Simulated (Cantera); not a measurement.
# Thermodynamics of iron carbonyl, mercury and lead vapours, feed PbO + H₂ + O₂

A closed system holds: 1 mol PbO, 5.2 mol H₂, 0.00014 mol O₂, equilibrated at 26.0 mbar.

Method: chemical equilibrium by Gibbs-energy minimisation in Cantera with the NASA 1993 tables (ideal gas, pure condensed phases). Candidate condensed phases: H₂O, Pb, PbO, PbO₂, Pb₃O₄; 12 gas species. The numbers say what is thermodynamically allowed, not how fast it happens.

```csv
T (K),log p H₂,log p H₂O,log p Pb,log p H,log p PbO,log p Pb₂,n Pb(l)
623,-1.68,-2.30,-10.68,<-13,<-13,<-13,1.00
723,-1.68,-2.30,-8.51,<-13,<-13,<-13,1.000
823,-1.68,-2.30,-6.87,-11.97,<-13,<-13,1.000
923,-1.68,-2.30,-5.60,-10.45,-12.31,-11.64,0.999
1023,-1.68,-2.30,-4.57,-9.22,-10.61,-9.93,0.995
1123,-1.68,-2.30,-3.74,-8.21,-9.22,-8.53,0.963
1223,-1.69,-2.32,-3.04,-7.37,-8.06,-7.37,0.812
1323,-1.74,-2.36,-2.45,-6.67,-7.07,-6.39,0.187
1423,-1.75,-2.38,-2.38,-6.05,-6.65,-6.41,0
1523,-1.75,-2.38,-2.38,-5.51,-6.35,-6.56,0
1623,-1.75,-2.38,-2.38,-5.04,-6.09,-6.69,0
```
log p: log10 of the partial pressure in bar; n: condensed amount in mol.

From 623 K to 1323 K the condensed part is Pb(l). From 1423 K to 1623 K nothing is condensed.
